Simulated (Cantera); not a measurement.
**Reactions in the system C-H-Ta**

Cantera with NASA thermochemical tables; ideal gases at 1 bar, condensed phases pure. Values are per mole of reaction as written; species without (g) are pure solids or liquids, kept so even where they would boil at 1 bar. TaC: taken at fixed stoichiometry.

3 C2H4(g) + 2 Ta = 2 C2H6(g) + 2 TaC

| T (K) | ΔH° (kJ) | ΔS° (J/K) | ΔG° (kJ) | log10 K |
|---|---|---|---|---|
| 1825 | -598.8 | -184.1 | -262.8 | 7.52 |
| 2025 | -595.5 | -182.4 | -226.1 | 5.83 |
| 2225 | -592.1 | -180.8 | -189.8 | 4.46 |
| 2425 | -588.5 | -179.3 | -153.8 | 3.31 |
| 2625 | -585.0 | -177.9 | -118.1 | 2.35 |
